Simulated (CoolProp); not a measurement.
Cyclopropane along the isobar 3560 kPa: density (kg/m³) from the reference equation and from simpler models built on Tc = 398.7 K, pc = 5605 kPa, ω = 0.131; each cubic takes its own stable root.

The numbers come from the reference Helmholtz-energy equation of state, Polt 1992 in CoolProp. This equation is an older, rougher fit; its heat capacities, sound speeds and derivatives of the liquid may be far off and weren't checked against measurements.

```tsv
T (K)	phase	reference	Soave-Redlich-Kwong	Peng-Robinson
370.3	liquid	473.8	399.6	451.1
375.4	gas	75.87	74.09	76.85
380.5	gas	71.56	70.40	72.89
385.6	gas	68.12	67.33	69.61
390.7	gas	65.26	64.70	66.80
395.8	gas	62.81	62.40	64.35
400.9	gas	60.67	60.35	62.18
406	gas	58.78	58.51	60.22
411.1	gas	57.07	56.84	58.45
416.2	gas	55.52	55.30	56.83
421.3	gas	54.11	53.89	55.34
426.5	gas	52.78	52.56	53.94
431.6	gas	51.58	51.34	52.66
436.7	gas	50.46	50.20	51.46
441.8	gas	49.41	49.13	50.34
```
